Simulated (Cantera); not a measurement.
An isothermal plug-flow reactor at 1250 K and 1.00 bar (inlet), inlet velocity 1.6 m/s, active area per volume 140 1/m; feed CH₄ : O₂ : N₂ : H₂O = 0.0042 : 0.037 : 0.79 : 0.07 (molar parts), equivalence ratio 0.23.

Detailed kinetics in Cantera: Deutschmann's 1995 Pt surface mechanism with GRI-Mech 3.0 gas chemistry. Catalytic surfaces can have several steady states; this one follows from the mechanism file's or the stated starting coverage. Mass transfer to the wall is taken as infinitely fast.

Q: Predict: x(CH₄) at z = 0.014 m; x(O₂) at z = 0.014 m; x(H₂O) at z = 0.014 m; x(CO₂) at z = 0.014 m; x(CO) at z = 0.014 m; θ(free Pt) at the exit; θ(O*) at the exit; θ(OH*) at the exit.

A: 
```json
{
 "x(CH₄) at z = 0.014 m": "0.00121",
 "x(O₂) at z = 0.014 m": "0.0349",
 "x(H₂O) at z = 0.014 m": "0.0840",
 "x(CO₂) at z = 0.014 m": "0.00293",
 "x(CO) at z = 0.014 m": "7.83e-6",
 "θ(free Pt) at the exit": "0.549",
 "θ(O*) at the exit": "0.447",
 "θ(OH*) at the exit": "0.00318"
}
```
